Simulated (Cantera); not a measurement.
What does this Cantera script print?

```python
import numpy as np
import cantera as ct

gas_names = """
    H HO2 H2 H2O H2O2 O OH O2 O3 Zr ZrO ZrO2
""".split()
cond_names = """
    H2O(s) H2O(L) Zr(a) Zr(b) Zr(L) ZrO2(a) ZrO2(b) ZrO2(L)
""".split()


def load(file, names, dense=False):
    # The tables refer to 1 bar. Condensed volumes are neglected.
    table = {s.name: s for s in ct.Species.list_from_file(file)}
    out = []
    for n in names:
        d = dict(table[n].input_data)
        d["thermo"] = dict(d["thermo"], **{"reference-pressure": 1e5})
        if dense:
            d["equation-of-state"] = {"model": "constant-volume", "density": "1e6 g/cm^3"}
        out.append(ct.Species.from_dict(d))
    return out


gas = ct.Solution(thermo="ideal-gas", species=load("nasa_gas.yaml", gas_names))
cond = {s.name: ct.Solution(thermo="fixed-stoichiometry", species=[s], name=s.name)
        for s in load("nasa_condensed.yaml", cond_names, dense=True)}
atoms = {
    'ZrO2': {'Zr': 1, 'O': 2},
    'H2': {'H': 2},
}
top_T = {}  # K; cautious upper limits of use, not melting points


def equilibrate(T, P, feed):
    n = {}
    for name, mol in feed.items():
        for a, k in atoms[name].items():
            n[a] = n.get(a, 0.0) + k * mol
    gas.TPX = T, P, n
    mass = sum(n.values()) * gas.mean_molecular_weight
    gas.equilibrate("TP")
    valid = [c for c in cond.values() if c.min_temp <= T <= top_T.get(c.name, c.max_temp)]
    mix = ct.Mixture([(gas, mass / gas.mean_molecular_weight)] + [(c, 0.0) for c in valid])
    mix.T, mix.P = T, P
    mix.equilibrate("TP", solver="vcs", rtol=1e-11, max_steps=5000)
    return mix


results = []
T = 2175  # K
P = 480000  # Pa
for m in [1.1, 2.7, 6.5, 16, 37, 90, 220]:
    feed = {'ZrO2': 1, 'H2': m}  # mol
    mix = equilibrate(T, P, feed)
    results.append((T, P, feed, dict(zip(mix.species_names, mix.species_moles))))

top = {s: max(r[3][s] / sum(r[3][g] for g in gas_names) for r in results) for s in gas_names}
cols = sorted((s for s in top if top[s] > 1e-06), key=lambda s: -top[s])[:9]
seen = [c for c in cond_names if any(r[3].get(c, 0) > 1e-12 for r in results)]
print("log10 of partial pressures in bar; condensed amounts in mol")
print(f"{'n(H2)':>10s}" + "".join(f"{s[:9]:>10s}" for s in cols + seen))
for T, P, feed, n in results:
    ng = sum(n[g] for g in gas_names)
    print(f"{feed['H2']:10.4g}" + "".join(f"{np.log10(max(n[s] / ng * P / 1e5, 1e-99)):10.3f}" for s in cols)
          + "".join(f"{n.get(c, 0):10.4g}" for c in seen))
```

It prints:

```
log10 of partial pressures in bar; condensed amounts in mol
     n(H2)        H2         H       H2O     Zr(L)   ZrO2(b)
       1.1     0.680    -1.971    -4.679  2.28e-06         1
       2.7     0.680    -1.971    -4.679 5.597e-06         1
       6.5     0.680    -1.971    -4.679 1.347e-05         1
        16     0.680    -1.971    -4.679 3.317e-05         1
        37     0.680    -1.971    -4.679  7.67e-05    0.9999
        90     0.680    -1.971    -4.679 0.0001866    0.9998
       220     0.680    -1.971    -4.679 0.0004561    0.9995
```

Cantera equilibrium calculation (NASA polynomials, part measured and part estimated; ideal gas, pure solids and liquids). Mutual solubility and eutectic melting of coexisting phases are not modelled. Condensed phases not in the tables: N, O or C dissolved in the metal.
